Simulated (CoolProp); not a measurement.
Vapour-liquid equilibrium of dimethyl ether (1) + 1-butene (2) at 0.114 MPa; x and y are mole fractions of (1).

Computed with CoolProp (multi-fluid Helmholtz-energy mixture model, Wu 2011 and Lemmon 2005; pair parameters Bell 2016).

| x | bubble temperature (°C) | y at the bubble point | dew temperature at overall composition x (°C) | liquid density (mol/L) |
|---|---|---|---|---|
| 0.05 | -5.3 | 0.120 | -4.1 | 11.28 |
| 0.2 | -10.4 | 0.381 | -6.8 | 11.88 |
| 0.35 | -13.9 | 0.553 | -9.7 | 12.51 |
| 0.5 | -16.6 | 0.679 | -12.8 | 13.17 |
| 0.65 | -18.7 | 0.780 | -16.0 | 13.90 |
| 0.8 | -20.3 | 0.872 | -19.0 | 14.69 |
| 0.95 | -21.6 | 0.966 | -21.4 | 15.56 |

No azeotrope shows between x = 0.05 and 0.95.

Pair parameters are fitted to limited data, so mixtures are less certain than the pure fluids.
